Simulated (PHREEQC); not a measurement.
## Ultrapure water in contact with air or piping: speciation

Model water analysis in mg/L, 25 °C, pH 6.51, pe 1.6:

```json
[
 {"constituent": "Na", "mg/L": "0.0511"},
 {"constituent": "K", "mg/L": "0.000543"},
 {"constituent": "Ca", "mg/L": "0.0421"},
 {"constituent": "Mg", "mg/L": "0.106"},
 {"constituent": "Cl", "mg/L": "0.0843"},
 {"constituent": "S(6) as SO4", "mg/L": "0.363"},
 {"constituent": "Alkalinity as HCO3", "mg/L": "0.207"},
 {"constituent": "Fe(2)", "mg/L": "0.00242"}
]
```

Valence states are taken as typed.

Equilibrium calculation in PHREEQC: ion-association model, wateq4f.dat.

No solid was allowed to form.

### Question
Predict the charge-balance error.

### Answer
charge-balance error -0.7 %.

### Question
In which forms is C present?

### Answer
HCO3- 59 %, CO2 41 % of the C.

Species that the database lacks are ignored.
